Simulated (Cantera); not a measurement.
A Cantera script and its output.

```python
import numpy as np
import cantera as ct

gas = ct.Solution("gri30.yaml")
gas.TPX = 550, 380000, {'C3H8': 1, 'O2': 3.57, 'N2': 13.4}
flame = ct.FreeFlame(gas, width=0.016)
flame.set_refine_criteria(ratio=3, slope=0.08, curve=0.16)
flame.transport_model = "mixture-averaged"
flame.solve(loglevel=0, auto=True)
flame.transport_model = "multicomponent"
flame.soret_enabled = False
flame.solve(loglevel=0, refine_grid=True)
z, T = flame.grid, flame.T
thick = (T[-1] - T[0]) / np.gradient(T, z).max()
show = ['C3H8', 'O2', 'O', 'OH', 'HCN', 'H2']
print(f"laminar burning velocity  {flame.velocity[0] * 100:.3f} cm/s")
print(f"burnt temperature         {T[-1]:.1f} K")
print(f"thermal thickness         {thick * 1e3:.4f} mm")
print(f"grid points               {len(z)}")
z0 = z[flame.heat_release_rate.argmax()]
print(f"{'z/mm':>9s}{'T/K':>9s}{'u/(m/s)':>9s}" + "".join(f"{s:>11s}" for s in show))
rows = []
for k in (-3, -2, -1.5, -1, -0.5, -0.25, 0, 0.25, 0.5, 1, 2, 4, 8):
    zz = z0 + k * thick
    rows.append([k * thick, np.interp(zz, z, T), np.interp(zz, z, flame.velocity),
                 *(np.interp(zz, z, flame.X[gas.species_index(s)]) for s in show)])
    print(f"{rows[-1][0] * 1e3:9.3f}{rows[-1][1]:9.1f}{rows[-1][2]:9.3f}" + "".join(f"{x:11.3e}" for x in rows[-1][3:]))
```

It prints:

```
laminar burning velocity  62.770 cm/s
burnt temperature         2221.9 K
thermal thickness         0.1197 mm
grid points               146
     z/mm      T/K  u/(m/s)       C3H8         O2          O         OH        HCN         H2
   -0.359    550.3    0.630  5.549e-02  1.980e-01 -1.543e-16  2.821e-13  9.352e-10  3.097e-03
   -0.239    553.7    0.637  5.523e-02  1.966e-01  1.854e-14  7.048e-11  1.693e-08  8.048e-03
   -0.180    568.6    0.658  5.487e-02  1.938e-01  3.451e-12  2.678e-09  1.106e-07  1.363e-02
   -0.120    661.3    0.777  5.318e-02  1.823e-01  1.122e-09  1.578e-07  9.742e-07  2.336e-02
   -0.060   1079.0    1.321  3.714e-02  1.346e-01  6.996e-07  5.536e-06  7.268e-06  3.723e-02
   -0.030   1465.7    1.865  1.304e-02  8.797e-02  2.581e-05  1.006e-04  1.581e-05  4.422e-02
    0.000   1839.6    2.403  3.375e-04  4.063e-02  1.948e-04  7.601e-04  3.043e-05  4.733e-02
    0.030   2041.1    2.679  2.619e-07  1.473e-02  2.842e-04  1.686e-03  4.680e-05  4.626e-02
    0.060   2117.7    2.775  9.904e-11  5.028e-03  2.523e-04  2.117e-03  5.151e-05  4.585e-02
    0.120   2159.9    2.822  4.546e-14  7.597e-04  1.682e-04  2.079e-03  4.030e-05  4.710e-02
    0.239   2181.5    2.844  1.028e-16  1.459e-04  9.753e-05  1.657e-03  2.097e-05  4.861e-02
    0.479   2198.7    2.863 -1.912e-16  6.192e-05  4.606e-05  1.161e-03  8.287e-06  4.918e-02
    0.958   2211.5    2.878  3.933e-18  2.364e-05  1.767e-05  7.287e-04  2.995e-06  4.941e-02
```

Model: GRI-Mech 3.0 (53 species, 325 reactions), integrated in Cantera. GRI-Mech 3.0 was tuned for natural gas; its chemistry of propane as a main component is partial and can be far from experiment. Burning velocities carry a grid error of a few per cent, more on coarse grids.
